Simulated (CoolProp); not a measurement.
Vapour-liquid equilibrium of R22 (1) + C3F8 (R218) (2) at 1.3 bar; x and y are mole fractions of (1).

The numbers come from the multi-fluid Helmholtz-energy mixture model, Kamei 1995 and Lemmon 2006; pair parameters Bell 2016 in CoolProp.

```tsv
x	bubble temperature, mixture model (°C)	bubble temperature, Raoult's law (°C)	y, mixture model	y, Raoult's law
0.05	-33.9	-31.4	0.151	0.059
0.15	-37.8	-31.8	0.344	0.175
0.25	-39.9	-32.3	0.452	0.286
0.35	-41.1	-32.7	0.516	0.393
0.45	-41.6	-33.1	0.556	0.496
0.55	-41.8	-33.6	0.585	0.595
0.65	-41.8	-34.0	0.610	0.691
0.75	-41.5	-34.4	0.643	0.783
0.85	-40.7	-34.8	0.703	0.872
0.95	-38.1	-35.2	0.846	0.958
```

The largest gap from Raoult's law is -8.5 K in bubble temperature, at x = 0.45. y crosses x between x = 0.55 and 0.65: the model has an azeotrope there.

The pair parameters rest on a limited set of measurements; away from them the model extrapolates.
